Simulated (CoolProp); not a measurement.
Model: reference Helmholtz-energy equation of state, Colonna 2008, in CoolProp. It is a short technical equation, of lower accuracy than the large ones.

Problem. Give the vapour pressure (kPa), liquid density (kg/m³), vapour density (kg/m³) of saturated dodecamethylcyclohexasiloxane (D6) at 251.15, 311.05, 341.05 °C.

Solution. 
```csv
T (°C),p (kPa),liquid density (kg/m³),vapour density (kg/m³)
251.15,116,696,13.3
311.05,364,590,45.3
341.05,595,514,84.9
```
